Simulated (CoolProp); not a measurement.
n-nonane along the isotherm 326.85 °C: fugacity coefficient from the reference equation and from simpler models built on Tc = 321.4 °C, pc = 2282 kPa, ω = 0.443; each cubic takes its own stable root.

The numbers come from the reference Helmholtz-energy equation of state, Lemmon 2006 in CoolProp. It is a short technical equation, of lower accuracy than the large ones.

| p (kPa) | phase | reference | Soave-Redlich-Kwong | Peng-Robinson |
|---|---|---|---|---|
| 36.1 | gas | 0.9947 | 0.9948 | 0.9942 |
| 68.4 | gas | 0.9899 | 0.9901 | 0.9890 |
| 130 | gas | 0.9808 | 0.9813 | 0.9792 |
| 246 | gas | 0.9638 | 0.9647 | 0.9608 |
| 466 | gas | ? | 0.9336 | 0.9264 |
| 883 | gas | 0.8711 | 0.8753 | ? |
| 1670 | gas | 0.7573 | ? | ? |
| 3170 | supercritical | 0.5199 | ? | 0.5209 |
| 6020 | supercritical | 0.3278 | 0.3587 | 0.3361 |
| 11400 | supercritical | 0.2344 | 0.2706 | 0.2445 |

Problem. Some entries are withheld; supply them.

Solution. 
- 466, reference: 0.9316
- 883, Peng-Robinson: 0.8628
- 1670, Soave-Redlich-Kwong: 0.7671
- 1670, Peng-Robinson: 0.7471
- 3170, Soave-Redlich-Kwong: 0.5439
